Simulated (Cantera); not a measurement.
Feed: 1 mol Ta₂O₅, 0.92 mol CO, 0.78 mol CH₄, held at 1325 K and 65.0 Pa.

Equilibrium computed with Cantera from the NASA thermochemical tables; the gas is ideal and each condensed phase is pure. Candidate condensed phases: C, C₆H₆, C₇H₈, C₈H₁₈, H₂O, Ta, TaC, Ta₂O₅; 113 gas species. Mutual solubility and eutectic melting of coexisting phases are not modelled. TaC: taken at fixed stoichiometry. Condensed phases not in the tables: Ta₂C. Equilibrium is a limit: real reactors are often held back by kinetics, nucleation or transport.

Base state: H₂ 0.513, CO 0.486, H₂O 0.000202, CO₂ 0.000103, H 4.60e-5 (mole fractions); condensed: TaC(s) + Ta₂O₅(s).

Task: What changes in the equilibrium state with this change: Ta₂O₅ replaced by MgO?

Result: 
```json
[
 {"species": "H₂", "before": "0.513", "after": "0.622"},
 {"species": "CO", "before": "0.486", "after": "0.372"},
 {"species": "Mg", "before": "0", "after": "0.00517"},
 {"species": "CO₂", "before": "0.000103", "after": "3.48e-7"},
 {"species": "H₂O", "before": "0.000202", "after": "1.08e-6"},
 {"species": "TaC(s), mol", "before": "0.223", "after": "0"},
 {"species": "Ta₂O₅(s), mol", "before": "0.888", "after": "0"},
 {"species": "C(graphite), mol", "before": "0", "after": "0.767"},
 {"species": "MgO(s), mol", "before": "0", "after": "0.987"}
]
```
Further candidate phases: Mg, MgCO₃, MgO, Mg(OH)₂.
